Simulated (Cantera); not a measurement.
Feed: 1 mol NiS, 27 mol H2, held at 22.0 Pa.

Equilibrium computed with Cantera from the NASA thermochemical tables; the gas is ideal and each condensed phase is pure. Candidate condensed phases: Ni, NiS, NiS2, Ni3S2, Ni3S4, S; 9 gas species. Equilibrium is a limit: real reactors are often held back by kinetics, nucleation or transport. All values below are at 1600 K.

Base state: H2 0.972, S2 0.0141, H2S 0.00395, H 0.00361, SH 0.00275, Ni 0.00192, S 0.000968, NiS 0.000352 (mole fractions); condensed: Ni(s).

Q: What changes in the equilibrium state with this change: H2 from 27 to 250 mol?

A: 
```json
[
 {"species": "H2", "before": "0.972", "after": "0.991"},
 {"species": "H", "before": "0.00361", "after": "0.00365"},
 {"species": "Ni", "before": "0.00192", "after": "0.00192"},
 {"species": "S2", "before": "0.0141", "after": "0.000940"},
 {"species": "H2S", "before": "0.00395", "after": "0.00104"},
 {"species": "S", "before": "0.000968", "after": "0.000250"},
 {"species": "NiS", "before": "0.000352", "after": "9.07e-5"},
 {"species": "SH", "before": "0.00275", "after": "0.000717"},
 {"species": "Ni(s), mol", "before": "0.937", "after": "0.495"}
]
```
